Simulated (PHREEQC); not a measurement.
1 kg of water holding 0.17 mol MgCl2, 0.23 mol NaCl and 0.01 mol SrCl2 is evaporated at 25 °C; the solids stay in contact with the brine. The system is closed to CO2. The run lets Bischofite, Brucite, Halite, MgCl2_4H2O precipitate or redissolve, and no other solid.

Model: Pitzer model, pitzer.dat, run in PHREEQC.

Predict ionic strength at water left (kg) = 0.5552, 0.2082.


```json
[
 {"water left (kg)": "0.5552", "ionic strength": "1.39"},
 {"water left (kg)": "0.2082", "ionic strength": "3.70"}
]
```

Complexes and solids missing from the database can't appear.
